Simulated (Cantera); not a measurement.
Cantera run:

```python
import numpy as np
import cantera as ct

gas_names = """
    CL CL2 H HCL H2 N NH NH2 NH3 N2 N2H2 N2H4 Si SiCL SiCL2 SiCL3 SiCL4 SiH SiHCL3 SiH2 SiH2CL2 SiH3
    SiH3CL SiH4 SiN Si2 Si2N Si3
""".split()
cond_names = """
    NH4CL(a) NH4CL(b) Si(cr) Si(L) Si3N4(a)
""".split()


# ... load() reads the species with a 1 bar reference pressure and builds the phases ...
atoms = {
    'SiHCl3': {'Si': 1, 'H': 1, 'CL': 3},
    'NH3': {'N': 1, 'H': 3},
    'H2': {'H': 2},
}
top_T = {'Si3N4(a)': 2400}  # K; cautious upper limits of use, not melting points


# ... equilibrate(T, P, feed) seeds the gas with the atoms and calls Mixture.equilibrate('TP', solver="vcs", rtol=1e-11, max_steps=5000) ...
results = []
T = 1150  # K
P = 40000  # Pa
for m in [0.84, 1.2, 1.6, 1.9, 2.3, 2.7, 3.1, 3.4, 3.8, 4.2, 4.5, 4.9]:
    feed = {'SiHCl3': 1, 'NH3': m, 'H2': 0.18}  # mol
    mix = equilibrate(T, P, feed)
    results.append((T, P, feed, dict(zip(mix.species_names, mix.species_moles))))

top = {s: max(r[3][s] / sum(r[3][g] for g in gas_names) for r in results) for s in gas_names}
cols = sorted((s for s in top if top[s] > 1e-05), key=lambda s: -top[s])[:8]
seen = [c for c in cond_names if any(r[3].get(c, 0) > 1e-12 for r in results)]
print("log10 of partial pressures in bar; condensed amounts in mol")
print(f"{'n(NH3)':>10s}" + "".join(f"{s[:9]:>10s}" for s in cols + seen))
for T, P, feed, n in results:
    ng = sum(n[g] for g in gas_names)
    print(f"{feed['NH3']:10.4g}" + "".join(f"{np.log10(max(n[s] / ng * P / 1e5, 1e-99)):10.3f}" for s in cols)
          + "".join(f"{n.get(c, 0):10.4g}" for c in seen))
```

Result:

```
log10 of partial pressures in bar; condensed amounts in mol
    n(NH3)        H2       HCL        N2     SiCL4    SiHCL3     SiCL3     SiCL2       NH3  Si3N4(a)
      0.84    -0.743    -0.830    -2.044    -1.219    -2.823    -3.485    -4.712    -5.749    0.1757
       1.2    -0.734    -0.812    -1.692    -1.399    -3.013    -3.679    -4.920    -5.560    0.2038
       1.6    -0.718    -0.820    -1.524    -1.574    -3.164    -3.838    -5.063    -5.452    0.2277
       1.9    -0.707    -0.832    -1.449    -1.696    -3.262    -3.942    -5.149    -5.397    0.2427
       2.3    -0.692    -0.852    -1.379    -1.849    -3.382    -4.069    -5.249    -5.341    0.2596
       2.7    -0.680    -0.874    -1.329    -1.996    -3.494    -4.187    -5.339    -5.297    0.2735
       3.1    -0.668    -0.898    -1.291    -2.139    -3.601    -4.300    -5.423    -5.261     0.285
       3.4    -0.660    -0.916    -1.268    -2.242    -3.679    -4.382    -5.483    -5.237    0.2921
       3.8    -0.651    -0.940    -1.242    -2.377    -3.779    -4.487    -5.558    -5.210       0.3
       4.2    -0.642    -0.965    -1.221    -2.507    -3.876    -4.588    -5.631    -5.186    0.3063
       4.5    -0.636    -0.983    -1.207    -2.601    -3.946    -4.661    -5.682    -5.170    0.3102
       4.9    -0.629    -1.007    -1.191    -2.723    -4.037    -4.755    -5.749    -5.151    0.3145
```

Cantera equilibrium calculation (NASA polynomials, part measured and part estimated; ideal gas, pure solids and liquids). The tables' values for SiCl3 are old estimates; treat these amounts as uncertain.
